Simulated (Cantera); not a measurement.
## Pyrogenic steam for wet oxidation

An isothermal, constant-pressure homogeneous reactor starts with 2.83 % H2, 12.3 % O2, 84.9 % N2, equivalence ratio 0.12, at 1150 K and 22000 Pa.

Computed with Cantera and the H2/O2 subset of GRI-Mech 3.0, which has no nitrogen chemistry.

| t (s) | x H2 | x O2 | x OH | x H2O2 | x HO2 | x H2O | x H |
|---|---|---|---|---|---|---|---|
| 0.000200 | 0.0283 | 0.123 | 3.20e-8 | 1.60e-11 | 1.23e-8 | 1.50e-7 | 8.71e-8 |
| 0.000530 | 0.0266 | 0.122 | 0.000239 | 8.11e-8 | 1.02e-5 | 0.00119 | 0.000647 |
| 0.00140 | 0.000713 | 0.109 | 0.000800 | 6.54e-7 | 9.83e-6 | 0.0267 | 0.00159 |
| 0.00372 | 9.09e-5 | 0.110 | 0.000235 | 3.95e-7 | 4.76e-6 | 0.0284 | 5.68e-5 |
| 0.00984 | 1.14e-5 | 0.110 | 8.09e-5 | 1.48e-7 | 1.30e-6 | 0.0286 | 2.41e-6 |
| 0.0261 | 1.60e-6 | 0.110 | 3.36e-5 | 4.40e-8 | 2.92e-7 | 0.0287 | 1.66e-7 |
| 0.0690 | 2.81e-7 | 0.110 | 1.61e-5 | 1.31e-8 | 7.30e-8 | 0.0287 | 1.79e-8 |
| 0.183 | 6.66e-8 | 0.110 | 8.53e-6 | 4.21e-9 | 2.14e-8 | 0.0287 | 2.67e-9 |
| 0.484 | 1.95e-8 | 0.110 | 4.82e-6 | 1.45e-9 | 7.15e-9 | 0.0287 | 4.84e-10 |
| 1.28 | 6.49e-9 | 0.110 | 2.84e-6 | 5.26e-10 | 2.89e-9 | 0.0287 | 9.96e-11 |
| 3.40 | 2.39e-9 | 0.110 | 1.74e-6 | 2.03e-10 | 1.73e-9 | 0.0287 | 2.32e-11 |
| 9.00 | 1.10e-9 | 0.110 | 1.17e-6 | 9.39e-11 | 1.61e-9 | 0.0287 | 7.32e-12 |
x: mole fraction; the columns are a selection and need not sum to one.

Equilibrium at this temperature and pressure: H2 7.96e-10, O2 0.110, OH 9.84e-7, H2O2 6.72e-11, HO2 1.70e-9, H2O 0.0287, H 4.52e-12 (gas phase only).
